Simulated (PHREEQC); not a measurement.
Na2CO3 is added in steps, without added water, to 1 kg of water holding 1 mmol/kgw Al(NO3)3, at 44 °C. Oxygen is held at 0.21 atm. CO2 from the air is kept out. Only these solids could form: Al(OH)3(a), Nahcolite, Natron.

Base run: PHREEQC, ion-association model, wateq4f.dat. Each further column changes one thing. The table gives pH.

```csv
Na2CO3 added (mol),base,all activity coefficients set to 1,metal-ligand complexes left out,Davies equation for every ion,database phreeqc.dat
0,3.81,3.72,3.81,3.82,3.81
0.00125,4.66,4.60,4.66,4.67,4.66
0.001875,6.08,6.11,6.08,6.08,6.08
0.003125,7.56,7.60,7.56,7.56,7.56
0.00375,8.03,8.07,8.03,8.03,8.03
0.005,9.31,9.39,9.40,9.30,9.31
0.00625,9.62,9.71,9.73,9.62,9.62
0.006875,9.71,9.80,9.82,9.71,9.71
0.008125,9.84,9.93,9.95,9.83,9.83
0.00875,9.88,9.98,10.00,9.88,9.88
0.01,9.96,10.05,10.09,9.95,9.96
```

Constants without temperature data keep their 25 °C values here. phreeqc.dat and wateq4f.dat share most of their constants, so their agreement is no independent check. Solids allowed in the column 'database phreeqc.dat': Al(OH)3(a).
